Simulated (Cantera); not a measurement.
Input: 1 mol Si, a varied amount of HF, 37 mol N2, held at 50.0 Pa.

Equilibrium computed with Cantera from the NASA thermochemical tables; the gas is ideal and each condensed phase is pure. Candidate condensed phases: Si, Si3N4; 37 gas species. N2 is the only nitrogen source here; it is nearly inert below about 1500 K, so the nitride shown seldom forms there in practice. The tables' values for SiF2, SiF3 are old estimates. The numbers say what is thermodynamically allowed, not how fast it happens.

Stable condensed phases, one row left out:

```
T in K \ n(HF) in mol
           1 1.3 1.6   2 2.6 3.2 4.1 5.1 6.5 8.2  10  13  16
   1675    A   A   A   A   B   B   B   B   B   B   B   B   B
   1625    C   C   C   C   B   B   B   B   B   B   B   B   B
   1525    C   C   C   C   C   B   B   B   B   B   B   B   B
   1475    C   C   C   C   C   C   B   B   B   B   B   B   B
   1425    C   C   C   C   C   C   B   B   B   B   B   B   B
   1375    C   C   C   C   C   C   B   B   B   B   B   B   B
   1325    C   C   C   C   C   C   B   B   B   B   B   B   B
   1275    C   C   C   C   C   C   B   B   B   B   B   B   B
   1225    C   C   C   C   C   C   B   B   B   B   B   B   B
   1175    C   C   C   C   C   C   B   B   B   B   B   B   B
```

A: Si; B: gas only; C: Si3N4.

**Question.** Give the row for 1575 K.

**Answer.** 1: Si3N4; 1.3: Si3N4; 1.6: Si3N4; 2: Si3N4; 2.6: gas only; 3.2: gas only; 4.1: gas only; 5.1: gas only; 6.5: gas only; 8.2: gas only; 10: gas only; 13: gas only; 16: gas only.
